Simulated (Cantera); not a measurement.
A freely propagating, adiabatic, planar premixed flame of H₂ : O₂ : N₂ = 1 : 0.357 : 1.29 (molar parts), equivalence ratio 1.4, unburnt at 650 K and 1000000 Pa; mixture-averaged transport, grid criteria slope 0.08 and curve 0.16, no radiation.

Detailed kinetics in Cantera: the H2/O2 subset of GRI-Mech 3.0, which has no nitrogen chemistry. The hydrogen kinetics of GRI-Mech 3.0 are dated; newer H2 mechanisms differ, most at raised pressure. Burning velocities carry a grid error of a few per cent, more on coarse grids.

Problem. What does this change do: inlet temperature 650 to 600 K?

Solution. 
```json
[
 {"quantity": "laminar burning velocity", "before": "1010 cm/s", "after": "869 cm/s"},
 {"quantity": "thermal thickness", "before": "0.0242 mm", "after": "0.0234 mm"},
 {"quantity": "peak x(H₂O₂)", "before": "9.23e-5", "after": "0.000106"},
 {"quantity": "peak x(HO₂)", "before": "0.00137", "after": "0.00145"},
 {"quantity": "peak x(H)", "before": "0.0457", "after": "0.0431"}
]
```
